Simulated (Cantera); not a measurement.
A freely propagating, adiabatic, planar premixed flame of 11.6 % CH4, 0.694 % C2H6, 21.3 % O2, 59.7 % N2, 6.71 % CO2, unburnt at 575 K and 10.0 bar; mixture-averaged transport, grid criteria slope 0.08 and curve 0.16, no radiation.

Cantera simulation using GRI-Mech 3.0 (53 species, 325 reactions); the numbers are that mechanism's predictions, not measurements. Burning velocities carry a grid error of a few per cent, more on coarse grids.

x: mole fraction of selected species; z is measured from the peak of heat release.

```tsv
z (mm)	T (K)	u (m/s)	x CH4	x C2H6	x O2	x NO	x C2H4	x CH2
-0.181	576	0.540	0.115	0.00693	0.212	<1e-8	7.86e-7	<1e-8
-0.121	583	0.548	0.114	0.00690	0.211	2.00e-8	6.64e-6	<1e-8
-0.0907	605	0.571	0.112	0.00685	0.209	8.53e-8	3.10e-5	<1e-8
-0.0605	725	0.690	0.102	0.00654	0.197	7.21e-7	0.000238	<1e-8
-0.0302	1233	1.20	0.0662	0.00441	0.143	9.02e-6	0.00160	3.90e-8
-0.0151	1677	1.65	0.0342	0.00190	0.0911	2.15e-5	0.00228	3.80e-6
0	2077	2.06	0.00750	0.000114	0.0394	4.00e-5	0.000743	5.68e-5
0.0151	2254	2.23	0.000527	5.69e-7	0.0137	6.59e-5	2.24e-5	2.80e-5
0.0302	2313	2.29	2.33e-5	<1e-8	0.00605	8.40e-5	1.60e-7	2.12e-6
0.0605	2367	2.33	___	<1e-8	___	___	<1e-8	___
0.121	2410	2.37	<1e-8	<1e-8	___	0.000108	<1e-8	<1e-8
0.242	2434	2.39	<1e-8	<1e-8	0.000512	0.000117	<1e-8	<1e-8
0.484	2443	2.40	<1e-8	<1e-8	0.000312	0.000128	<1e-8	<1e-8
```

Task: What belongs in the gaps?

Result: 
- 0.0605, x CH4: 1.19e-7
- 0.0605, x O2: 0.00265
- 0.0605, x NO: 9.83e-5
- 0.0605, x CH2: 1.22e-8
- 0.121, x O2: 0.00118
